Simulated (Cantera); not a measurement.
A Cantera script and its output.

```python
import numpy as np
import cantera as ct

gas = ct.Solution("gri30.yaml")
gas.TPX = 1650, 100000, {'NO': 1, 'N2': 16}
reactor = ct.IdealGasConstPressureReactor(gas, energy="off", clone=False)
net = ct.ReactorNet([reactor])
net.rtol, net.atol = 1e-08, 1e-18
show = ['NO', 'N2', 'O2', 'NO2', 'O', 'N2O']
times = np.geomspace(8e-06, 200, 13)

steps = ct.SolutionArray(gas, extra=["t"])
rows = []
print(f"{'t/s':>10s}{'T/K':>9s}{'P/Pa':>11s}" + "".join(f"{s:>11s}" for s in show))
for t in times:
    while net.time < t:
        t_next = net.step()
        steps.append(gas.state, t=t_next)
    rows.append([np.interp(t, steps.t, y) for y in (steps.T, steps.P, *steps(*show).X.T)])
    print(f"{t:10.3e}{rows[-1][0]:9.1f}{rows[-1][1]:11.4g}" + "".join(f"{x:11.3e}" for x in rows[-1][2:]))
rate = np.gradient(steps.T, steps.t)
print("integrator steps:", len(steps.t))
if steps.T.max() > steps.T[0] + 200:
    print(f"time of steepest temperature rise: {steps.t[rate.argmax()]:.4e} s")
gas.TPX = 1650, 100000, {'NO': 1, 'N2': 16}
gas.equilibrate("TP")
print(f"equilibrium (TP): T = {gas.T:.1f} K  " + "  ".join(f"{s} {gas[s].X[0]:.3e}" for s in show))
```

Result:

```
       t/s      T/K       P/Pa         NO         N2         O2        NO2          O        N2O
 8.000e-06   1650.0      1e+05  5.882e-02  9.412e-01  6.653e-14  5.555e-11  1.423e-09  1.477e-09
 3.308e-05   1650.0      1e+05  5.882e-02  9.412e-01  1.055e-12  8.751e-10  5.251e-09  6.098e-09
 1.368e-04   1650.0      1e+05  5.882e-02  9.412e-01  1.383e-11  1.108e-08  1.443e-08  2.504e-08
 5.657e-04   1650.0      1e+05  5.882e-02  9.412e-01  1.280e-10  8.440e-08  2.408e-08  1.005e-07
 2.339e-03   1650.0      1e+05  5.882e-02  9.412e-01  1.423e-09  4.457e-07  4.859e-08  3.689e-07
 9.673e-03   1650.0      1e+05  5.882e-02  9.412e-01  4.717e-08  2.351e-06  1.657e-07  9.820e-07
 4.000e-02   1650.0      1e+05  5.880e-02  9.412e-01  2.373e-06  8.466e-06  5.112e-07  1.324e-06
 1.654e-01   1650.0      1e+05  5.875e-02  9.412e-01  2.539e-05  1.028e-05  6.111e-07  1.328e-06
 6.840e-01   1650.0      1e+05  5.855e-02  9.413e-01  1.239e-04  1.115e-05  6.635e-07  1.319e-06
 2.828e+00   1650.0      1e+05  5.774e-02  9.417e-01  5.276e-04  1.408e-05  8.443e-07  1.285e-06
 1.170e+01   1650.0      1e+05  5.454e-02  9.433e-01  2.121e-03  2.124e-05  1.335e-06  1.152e-06
 4.837e+01   1650.0      1e+05  4.385e-02  9.487e-01  7.455e-03  2.979e-05  2.313e-06  7.629e-07
 2.000e+02   1650.0      1e+05  2.229e-02  9.594e-01  1.824e-02  2.328e-05  3.541e-06  2.385e-07
integrator steps: 849
equilibrium (TP): T = 1650.0 K  NO 9.860e-04  N2 9.701e-01  O2 2.892e-02  NO2 1.291e-06  O 4.431e-06  N2O 6.456e-08
```

Computed with Cantera and GRI-Mech 3.0 (53 species, 325 reactions).
